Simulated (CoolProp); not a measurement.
Vapour-liquid equilibrium of R152A (1) + methanol (2) at 0.238 MPa; x and y are mole fractions of (1).

Computed with CoolProp (multi-fluid Helmholtz-energy mixture model, Outcalt 1996 and de Reuck 1993; pair parameters Bell 2016).

| x | bubble temperature, mixture model (°C) | bubble temperature, Raoult's law (°C) | y, mixture model | y, Raoult's law |
|---|---|---|---|---|
| 0.05 | ___ | 73.5 | 0.784 | 0.428 |
| 0.15 | ___ | 52.1 | ___ | 0.782 |
| 0.25 | ___ | 37.8 | ___ | 0.899 |
| 0.35 | 11.9 | 27.6 | 0.967 | 0.947 |
| 0.45 | ___ | 20.0 | 0.971 | 0.970 |
| 0.55 | 8.1 | 14.0 | 0.976 | 0.982 |
| 0.65 | 6.0 | 9.1 | 0.980 | 0.990 |
| 0.75 | 3.7 | 5.1 | ___ | 0.994 |
| 0.85 | 1.2 | 1.6 | ___ | 0.997 |
| 0.95 | -1.5 | -1.5 | 0.997 | 0.999 |

### Question
Fill in the missing entries.

### Answer

- 0.05, bubble temperature, mixture model (°C): 48.1
- 0.15, bubble temperature, mixture model (°C): 21.6
- 0.15, y, mixture model: 0.941
- 0.25, bubble temperature, mixture model (°C): 14.7
- 0.25, y, mixture model: 0.961
- 0.45, bubble temperature, mixture model (°C): 9.9
- 0.75, y, mixture model: 0.985
- 0.85, y, mixture model: 0.991

The largest gap from Raoult's law is -30.5 K in bubble temperature, at x = 0.15. No azeotrope shows between x = 0.05 and 0.95.

The pair parameters rest on a limited set of measurements; away from them the model extrapolates. With so large a gap from Raoult's law the liquid may split in two, which this calculation doesn't test in full.
